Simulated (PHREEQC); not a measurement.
1.4 g of hydrous ferric oxide (600 m²/g; 0.2 weak and 0.005 strong sites per Fe, Dzombak-Morel constants, diffuse double layer) in 1 kg of water with 0.01 mol/kgw of an inert sodium salt and 1e-05 mol Na2SO4, at 25 °C; the pH is set by adding NaOH or the inert anion's acid. O2 is buffered at 0.21 atm. No CO2 enters from the air. No solid was allowed to form.

Base run: PHREEQC, ion-association model, wateq4f.dat. Each further column changes one thing. The table gives surface charge σ (C/m²).

```
pH     base  background salt from 0.01 to 0.001 mol/kgw  oxide from 1.4 to 7 g/kgw  0.00079 mol/kgw CuCl2 added
---  ------  ------------------------------------------  -------------------------  ---------------------------
3     0.326                                       0.273                      0.339                        0.331
4     0.219                                       0.133                      0.236                        0.230
4.5   0.162                                       0.086                      0.175                        0.175
5     0.114                                       0.054                      0.122                        0.133
6     0.049                                       0.019                      0.051                        0.076
7     0.017                                       0.006                      0.018                        0.033
7.5   0.008                                       0.003                      0.008                        0.019
8     0.001                                       0.000                      0.001                        0.010
9    -0.013                                      -0.004                     -0.013                       -0.004
```

The oxide is taken as insoluble; below pH 4 it would dissolve. The database's constant for dissolved Cu(OH)2 is higher than later reviews accept.
